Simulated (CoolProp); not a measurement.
Saturation properties of normal hydrogen (Tc = 33.1 K, pc = 12.96 bar, ω = -0.219).

Computed with CoolProp (reference Helmholtz-energy equation of state, Leachman 2009).

```csv
T (K),p (bar),vapour density (kg/m³),liquid viscosity (µPa s),vapour viscosity (µPa s),liquid conductivity (mW/(m K))
20.6,1.084,1.416,13.2,1.01,104
21.5,1.394,1.780,12.3,1.06,104
22.4,1.763,2.208,11.5,1.11,104
23.3,2.196,2.709,10.7,1.17,103
24.2,2.699,3.294,10.0,1.22,103
25.1,3.278,3.975,9.39,1.28,102
26,3.940,4.767,8.79,1.34,101
26.9,4.690,5.693,8.22,1.41,100
27.8,5.535,6.781,7.67,1.49,99.1
28.7,6.481,8.074,7.14,1.57,97.5
29.6,7.537,9.636,6.62,1.67,95.6
30.5,8.710,11.58,6.07,1.78,93.4
31.4,10.01,14.15,5.49,1.94,90.9
32.4,11.62,18.62,4.68,2.21,90.2
```

It boils at 20.4 K under 1 atm.

Viscosity comes from a separate model (Muzny 2013). Thermal conductivity comes from a separate model (Assael 2011).
